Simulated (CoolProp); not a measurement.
R236FA along the isotherm 126.85 °C: fugacity coefficient from the reference equation and from simpler models built on Tc = 124.9 °C, pc = 3191 kPa, ω = 0.377; each cubic takes its own stable root.

Model: reference Helmholtz-energy equation of state, Pan 2012, in CoolProp.

```csv
p (kPa),phase,reference
15.1,gas,0.9984
26.9,gas,0.9971
47.9,gas,0.9949
85.1,gas,0.9909
151,gas,0.9839
269,gas,0.9713
479,gas,0.9491
851,gas,0.9102
1510,gas,0.8423
2690,gas,0.7205
4790,supercritical,0.4875
```

Task: How far does each simpler model (van der Waals, Redlich-Kwong, Soave-Redlich-Kwong, Peng-Robinson) lie from the reference over these 11 states: mean and median of the absolute difference, and the worst?

Result: 
- van der Waals: mean 1.7 %, median 0.4 %, worst +9.3 % at 126.85 °C and 4790 kPa
- Redlich-Kwong: mean 0.4 %, median 0.1 %, worst +3.0 % at 126.85 °C and 4790 kPa
- Soave-Redlich-Kwong: mean 0.5 %, median 0.1 %, worst +3.5 % at 126.85 °C and 4790 kPa
- Peng-Robinson: mean 0.6 %, median 0.3 %, worst -2.1 % at 126.85 °C and 2690 kPa
